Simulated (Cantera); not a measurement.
## Equilibrium for halide evaporation, hydrolysis and transport: MgCl₂ + HCl + N₂ + O₂

Input: 1 mol MgCl₂, 0.32 mol HCl, 1.2 mol N₂, 0.095 mol O₂, equilibrated at 218 Torr.

Method: chemical equilibrium by Gibbs-energy minimisation in Cantera with the NASA 1993 tables (ideal gas, pure condensed phases). Candidate condensed phases: H₂O, Mg, MgCl₂, MgO, Mg(OH)₂, NH₄Cl; 38 gas species. Equilibrium is a limit: real reactors are often held back by kinetics, nucleation or transport.

From 1425 K to 2075 K the condensed part is MgO(s). The main Mg-bearing gas is MgCl₂ throughout.

```json
[
 {"T (K)": "1425", "x N₂": "0.472", "x MgCl₂": "0.320", "x HCl": "0.126", "x Cl": "0.0162", "x Cl₂": "0.0648", "x O₂": "0.000855", "x H₂O": "0.000154", "n MgO(s)": "0.185"},
 {"T (K)": "1475", "x N₂": "0.470", "x MgCl₂": "0.322", "x HCl": "0.125", "x Cl": "0.0222", "x Cl₂": "0.0588", "x O₂": "0.00218", "x H₂O": "0.000226", "n MgO(s)": "0.178"},
 {"T (K)": "1525", "x N₂": "0.467", "x MgCl₂": "0.325", "x HCl": "0.124", "x Cl": "0.0287", "x Cl₂": "0.0503", "x O₂": "0.00454", "x H₂O": "0.000319", "n MgO(s)": "0.165"},
 {"T (K)": "1575", "x N₂": "0.464", "x MgCl₂": "0.329", "x HCl": "0.123", "x Cl": "0.0352", "x Cl₂": "0.0403", "x O₂": "0.00765", "x H₂O": "0.000438", "n MgO(s)": "0.149"},
 {"T (K)": "1625", "x N₂": "0.461", "x MgCl₂": "0.334", "x HCl": "0.122", "x Cl": "0.0412", "x Cl₂": "0.0304", "x O₂": "0.0108", "x H₂O": "0.000587", "n MgO(s)": "0.131"},
 {"T (K)": "1675", "x N₂": "0.458", "x MgCl₂": "0.338", "x HCl": "0.121", "x Cl": "0.0464", "x Cl₂": "0.0221", "x O₂": "0.0133", "x H₂O": "0.000772", "n MgO(s)": "0.117"},
 {"T (K)": "1725", "x N₂": "0.456", "x MgCl₂": "0.340", "x HCl": "0.120", "x Cl": "0.0510", "x Cl₂": "0.0158", "x O₂": "0.0151", "x H₂O": "0.00100", "n MgO(s)": "0.106"},
 {"T (K)": "1775", "x N₂": "0.455", "x MgCl₂": "0.342", "x HCl": "0.119", "x Cl": "0.0550", "x Cl₂": "0.0112", "x O₂": "0.0162", "x H₂O": "0.00128", "n MgO(s)": "0.0987"},
 {"T (K)": "1825", "x N₂": "0.453", "x MgCl₂": "0.343", "x HCl": "0.118", "x Cl": "0.0586", "x Cl₂": "0.00792", "x O₂": "0.0167", "x H₂O": "0.00161", "n MgO(s)": "0.0942"},
 {"T (K)": "1875", "x N₂": "0.452", "x MgCl₂": "0.343", "x HCl": "0.117", "x Cl": "0.0619", "x Cl₂": "0.00565", "x O₂": "0.0169", "x H₂O": "0.00200", "n MgO(s)": "0.0916"},
 {"T (K)": "1925", "x N₂": "0.452", "x MgCl₂": "0.343", "x HCl": "0.116", "x Cl": "0.0649", "x Cl₂": "0.00407", "x O₂": "0.0167", "x H₂O": "0.00246", "n MgO(s)": "0.0903"},
 {"T (K)": "1975", "x N₂": "0.451", "x MgCl₂": "0.343", "x HCl": "0.114", "x Cl": "0.0677", "x Cl₂": "0.00297", "x O₂": "0.0164", "x H₂O": "0.00297", "n MgO(s)": "0.0897"},
 {"T (K)": "2025", "x N₂": "0.450", "x MgCl₂": "0.342", "x HCl": "0.113", "x Cl": "0.0704", "x Cl₂": "0.00219", "x O₂": "0.0160", "x H₂O": "0.00354", "n MgO(s)": "0.0896"},
 {"T (K)": "2075", "x N₂": "0.450", "x MgCl₂": "0.342", "x HCl": "0.111", "x Cl": "0.0729", "x Cl₂": "0.00163", "x O₂": "0.0154", "x H₂O": "0.00417", "n MgO(s)": "0.0897"}
]
```
x: gas mole fraction; n: condensed amount in mol.
